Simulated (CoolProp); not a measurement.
A simple Rankine cycle with cyclohexane: condensing at 324.15 K, boiler at 0.574 MPa, turbine inlet 440 K, turbine efficiency 0.65, pump efficiency 0.8, no recuperator. Each further row changes one setting.

The numbers come from the reference Helmholtz-energy equation of state, Zhou 2014 in CoolProp.

```
case                             thermal efficiency (%)  net work (kJ/kg)  heat in (kJ/kg)  turbine exit temperature (K)  volume ratio over the turbine
-------------------------------  ----------------------  ----------------  ---------------  ----------------------------  -----------------------------
as stated                                             ?              67.1              558                         395.9                              ?
turbine inlet 460 K                                11.8              71.1              600                         417.0                           15.1
condensing temperature 316.15 K                    13.0              74.3              573                             ?                           20.6
boiler pressure 0.402 MPa                          10.6                 ?              563                         403.0                              ?
turbine efficiency 0.55                            10.2                 ?              558                         401.7                           15.5
```

Some entries are withheld; supply them.


- as stated, thermal efficiency (%): 12.0
- as stated, volume ratio over the turbine: 15.3
- condensing temperature 316.15 K, turbine exit temperature (K): 391.6
- boiler pressure 0.402 MPa, net work (kJ/kg): 60.0
- boiler pressure 0.402 MPa, volume ratio over the turbine: 10.5
- turbine efficiency 0.55, net work (kJ/kg): 56.6
